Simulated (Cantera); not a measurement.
Charge: 1 mol Ta, 1.9 mol CH₄, equilibrated at 9.00 Torr.

Equilibrium computed with Cantera from the NASA thermochemical tables; the gas is ideal and each condensed phase is pure. Candidate condensed phases: C, C₆H₆, C₇H₈, C₈H₁₈, Ta, TaC; 77 gas species. TaC: taken at fixed stoichiometry. Condensed phases not in the tables: Ta₂C. Equilibrium is a limit: real reactors are often held back by kinetics, nucleation or transport. All values below are at 2275 K.

Base state: H₂ 0.922, H 0.0744, C₂H₂ (acetylene) 0.00351, C₂H 1.20e-5 (mole fractions); condensed: C(graphite) + TaC(s).

What changes in the equilibrium state with this change: CH₄ from 1.9 to 0.25 mol?


```csv
species,before,after
H₂,0.922,0.925
H,0.0744,0.0746
C₂H₂ (acetylene),0.00351,1.27e-9
C₂H,1.20e-5,<1e-9
"C(graphite), mol",0.872,0
"TaC(s), mol",1.00,0.250
"Ta(s), mol",0,0.750
```
Mutual solubility and eutectic melting of coexisting phases are not modelled. Condensed phases not in the tables: Ta₂C, N, O or C dissolved in the metal.
